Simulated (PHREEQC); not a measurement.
KBr is added in steps, without added water, to 1 kg of water holding 35 mmol/kgw ZnSO4 and 0.035 mmol/kgw HCl, at 25 °C. O2 is buffered at 0.21 atm. The system is closed to CO2. The run lets Zn(OH)2-e, Zn4(OH)6SO4, Zn5(OH)8Cl2, Goslarite precipitate or redissolve, and no other solid.

Base run: PHREEQC, ion-association model, wateq4f.dat. Each further column changes one thing. The table gives KSO4- (mol/kgw).

| KBr added (mol) | base | Davies equation for every ion | all activity coefficients set to 1 | database phreeqc.dat |
|---|---|---|---|---|
| 0 | 0 | 0 | 0 | 0 |
| 0.01833 | 0.000798 | 0.000837 | 0.00104 | 0.000811 |
| 0.03667 | 0.00152 | 0.00161 | 0.00199 | 0.00155 |
| 0.055 | 0.00218 | 0.00232 | 0.00285 | 0.00222 |
| 0.07333 | 0.00279 | 0.00299 | 0.00365 | 0.00285 |
| 0.09167 | 0.00336 | 0.00363 | 0.00439 | 0.00343 |
| 0.11 | 0.00390 | 0.00424 | 0.00509 | 0.00398 |

 phreeqc.dat and wateq4f.dat share most of their constants, so their agreement is no independent check. Solids allowed in the column 'database phreeqc.dat': Sylvite, Zn(OH)2(e).
